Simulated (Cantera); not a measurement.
Thermodynamics of oxide etching and cleaning by halides, feed SiO2 + F2 + H2

Charge: 1 mol SiO2, 1.4 mol F2, 7.8 mol H2, at 652 °C.

Equilibrium computed with Cantera from the NASA thermochemical tables; the gas is ideal and each condensed phase is pure. Candidate condensed phases: H2O, Si, SiO2; 38 gas species. Equilibrium is a limit: real reactors are often held back by kinetics, nucleation or transport.

```tsv
P (Pa)	log p H2	log p HF	log p H2O	log p SiF4	log p H2F2	log p SiHF3	log p H	n SiO2(β-quartz)
1	-5.16	-5.55	-6.93	-7.23	-15.38	-13.08	-12.16	0.946
10	-4.15	-4.58	-5.64	-5.94	-13.45	-11.75	-11.66	0.895
100	-3.15	-3.64	-4.38	-4.68	-11.57	-10.43	-11.16	0.814
1000	-2.14	-2.74	-3.18	-3.48	-9.76	-9.13	-10.66	0.706
10000	-1.14	-1.88	-2.03	-2.33	-8.04	-7.84	-10.15	0.591
100000	-0.13	-1.05	-0.93	-1.23	-6.39	-6.56	-9.65	0.492
```
log p: log10 of the partial pressure in bar; n: condensed amount in mol.

From 1.00 Pa to 1.00 bar the condensed part is SiO2(β-quartz). The main Si-bearing gas is SiF4 throughout. The share of Si in condensed phases is highest at 1.00 Pa (94.6 %) and lowest at 1.00 bar (49.2 %).
